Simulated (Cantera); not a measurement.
Thermodynamics of abatement and gas-phase synthesis, feed HF + H2

Input: 1 mol HF, 0.3 mol H2, at 16.0 Pa.

These are equilibrium values from Cantera (NASA tables, ideal gas, pure condensed phases), not measurements of a reactor. Rates play no part.

| T (K) | x HF | x H | x H2 | x F |
|---|---|---|---|---|
| 1875 | 0.760 | 0.0241 | 0.216 | 2.03e-5 |
| 1925 | 0.756 | 0.0346 | 0.209 | 3.74e-5 |
| 1975 | 0.750 | 0.0485 | 0.201 | 6.72e-5 |
| 2025 | 0.744 | 0.0663 | 0.190 | 0.000118 |
| 2075 | 0.735 | 0.0884 | 0.176 | 0.000203 |
| 2125 | 0.725 | 0.115 | 0.160 | 0.000345 |
| 2175 | 0.713 | 0.145 | 0.142 | 0.000578 |
| 2225 | 0.699 | 0.178 | 0.121 | 0.000961 |
| 2275 | 0.685 | 0.213 | 0.100 | 0.00159 |
| 2325 | 0.671 | 0.246 | 0.0802 | 0.00264 |
| 2375 | 0.657 | 0.277 | 0.0618 | 0.00437 |
| 2425 | 0.642 | 0.304 | 0.0463 | 0.00722 |
| 2475 | 0.627 | 0.327 | 0.0339 | 0.0119 |
x: gas mole fraction; nothing condenses.

From 1875 K to 2475 K nothing is condensed.
